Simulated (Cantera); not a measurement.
Input: 1 mol Si, 2 mol HF, 46 mol N2, held at 1100 K and 0.143 Torr.

Method: chemical equilibrium by Gibbs-energy minimisation in Cantera with the NASA 1993 tables (ideal gas, pure condensed phases). Candidate condensed phases: Si, Si3N4; 37 gas species. N2 is the only nitrogen source here; it is nearly inert below about 1500 K, so the nitride shown seldom forms there in practice. The tables' values for SiF3 are old estimates; treat these amounts as uncertain. Equilibrium is a limit: real reactors are often held back by kinetics, nucleation or transport.

**Question.** What is the equilibrium state?

**Answer.** 
- x(N2) = 0.968
- x(H2) = 0.0211
- x(SiF4) = 0.0105
- x(HF) = 0.000263
- x(SiF3) = 8.94e-5
- x(SiHF3) = 8.00e-6
- x(SiF2) = 1.13e-6
- n(Si3N4(s)) = 0.167 mol
- gas amount = 47.17 mol
- log10 activity of Si(s) (absent) = -3.52
